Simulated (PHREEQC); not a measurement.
Copper plating or etch bath: an equilibrium model

A solution holds 21 mmol/kgw Cu(BF4)2, 6.1 mmol/kgw HCl and 0.055 mmol/kgw Na2SO4, at 45 °C. Closed to the air; pH follows from the charge balance.

The numbers come from PHREEQC with the ion-association model, phreeqc.dat.

```yaml
pH: 2.33
ionic_strength: 0.0675 mol/kgw
total_alkalinity: -132 meq/kg
```

```json
[
 {"species": "BF4-", "molality": "0.0373", "activity": "0.0298", "log γ": "-0.098"},
 {"species": "Cu+2", "molality": "0.0204", "activity": "0.00886", "log γ": "-0.363"},
 {"species": "HF", "molality": "0.00977", "activity": "0.00992", "log γ": "0.007"},
 {"species": "Cl-", "molality": "0.00576", "activity": "0.00453", "log γ": "-0.104"},
 {"species": "H+", "molality": "0.00559", "activity": "0.00468", "log γ": "-0.077"},
 {"species": "BF3OH-", "molality": "0.00206", "activity": "0.00164", "log γ": "-0.098"},
 {"species": "H3BO3", "molality": "0.00203", "activity": "0.00206", "log γ": "0.007"},
 {"species": "F-", "molality": "0.00124", "activity": "0.000973", "log γ": "-0.106"},
 {"species": "BF2(OH)2-", "molality": "0.000581", "activity": "0.000463", "log γ": "-0.098"},
 {"species": "CuCl+", "molality": "0.000342", "activity": "0.000271", "log γ": "-0.102"},
 {"species": "CuF+", "molality": "0.000234", "activity": "0.000186", "log γ": "-0.098"},
 {"species": "Na+", "molality": "0.000110", "activity": "8.81e-5", "log γ": "-0.096"},
 {"species": "HF2-", "molality": "5.18e-5", "activity": "4.13e-5", "log γ": "-0.098"},
 {"species": "SO4-2", "molality": "2.49e-5", "activity": "1.02e-5", "log γ": "-0.387"},
 {"species": "CuSO4", "molality": "2.07e-5", "activity": "2.11e-5", "log γ": "0.007"}
]
```

No solid was allowed to form. At this temperature some constants are extrapolated from 25 °C, and those without enthalpy data are left unchanged. Real BF4- forms and hydrolyses slowly; the run takes it at equilibrium.
